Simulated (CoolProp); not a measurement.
Vapour-liquid equilibrium of R125 (1) + dimethyl ether (2) at 227.1 K; x and y are mole fractions of (1).

Computed with CoolProp (multi-fluid Helmholtz-energy mixture model, Lemmon 2005 and Wu 2011; pair parameters Bell 2016).

| x | bubble pressure (MPa) | y at the bubble point | dew pressure at overall composition x (MPa) | liquid density (mol/L) |
|---|---|---|---|---|
| 0.05 | 0.03735 | 0.077 | 0.03696 | 16.37 |
| 0.15 | 0.03994 | (withheld) | 0.03848 | 15.95 |
| 0.25 | (withheld) | 0.388 | 0.04027 | 15.54 |
| 0.35 | 0.04796 | 0.537 | 0.04243 | 15.14 |
| 0.45 | 0.05403 | 0.671 | (withheld) | 14.75 |
| 0.55 | 0.06182 | (withheld) | 0.04846 | 14.36 |
| 0.65 | 0.07141 | 0.869 | (withheld) | 13.97 |
| 0.75 | 0.08256 | 0.930 | 0.05917 | 13.57 |
| 0.85 | 0.09459 | (withheld) | 0.06888 | 13.17 |
| 0.95 | 0.1064 | 0.993 | 0.08793 | 12.76 |

### Question
What belongs in the gaps?

### Answer

- 0.15, y at the bubble point: 0.233
- 0.25, bubble pressure (MPa): 0.04337
- 0.45, dew pressure at overall composition x (MPa): 0.04509
- 0.55, y at the bubble point: 0.783
- 0.65, dew pressure at overall composition x (MPa): 0.05292
- 0.85, y at the bubble point: 0.969

No azeotrope shows between x = 0.05 and 0.95.

The pair parameters rest on a limited set of measurements; away from them the model extrapolates.
